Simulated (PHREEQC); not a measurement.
Solution (21 °C and 100 atm): 2 mol/kgw NaCl, 0.1 mol/kgw Na2B4O7 and 1.3 mol/kgw KBr. Closed to the air; pH follows from the charge balance.

Equilibrium calculation in PHREEQC: Pitzer model, pitzer.dat.

```json
{
  "pH": "8.86",
  "ionic_strength": "3.55 mol/kgw",
  "activity_of_water": "0.881",
  "density": "1.192 g/cm³",
  "osmotic_coefficient": "1.004",
  "total_alkalinity": "200 meq/kg"
}
```

```tsv
species	molality	activity	log γ
Na+	2.20	1.82	-0.082
Cl-	2.00	1.14	-0.245
Br-	1.30	0.816	-0.202
K+	1.30	0.798	-0.212
B(OH)4-	0.0792	0.0186	-0.629
B(OH)3	0.0615	0.0399	-0.188
B4O5(OH)4-2	0.0515	0.000218	-2.374
B3O3(OH)4-	0.0177	0.00245	-0.859
OH-	1.05e-5	5.09e-6	-0.313
```

Precipitation was switched off in this run. Complexes and solids missing from the database can't appear. In brines, pH and single-ion activities rest on the MacInnes convention. Under pressure, the constants of complexes without a molar volume in the database are unreliable.
